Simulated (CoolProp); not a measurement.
Isobutene along the isotherm 235.6 K: Z from the reference equation and from simpler models built on Tc = 418.1 K, pc = 4.016 MPa, ω = 0.193; each cubic takes its own stable root.

Model: reference Helmholtz-energy equation of state, Lemmon 2005, in CoolProp. It is a short technical equation, of lower accuracy than the large ones.

```
p (MPa)   phase  reference
-------  ------  ---------
0.127    liquid   0.005510
0.289    liquid    0.01254
0.658    liquid    0.02852
1.5      liquid    0.06495
3.41     liquid     0.1473
7.75     liquid     0.3327
17.6     liquid     0.7466
40.2     liquid      1.666
```

How far does each simpler model (van der Waals, Redlich-Kwong, Soave-Redlich-Kwong, Peng-Robinson) lie from the reference over these 8 states: mean and median of the absolute difference, and the worst?


- van der Waals: mean 2224.8 %, median 60.1 %, worst +17390.0 % at 235.6 K and 0.127 MPa
- Redlich-Kwong: mean 8.6 %, median 8.9 %, worst +9.2 % at 235.6 K and 0.127 MPa
- Soave-Redlich-Kwong: mean 7.0 %, median 7.1 %, worst +7.3 % at 235.6 K and 0.127 MPa
- Peng-Robinson: mean 4.9 %, median 4.9 %, worst -5.0 % at 235.6 K and 17.6 MPa

At some of these states van der Waals gives the other phase, because its saturation line lies elsewhere.
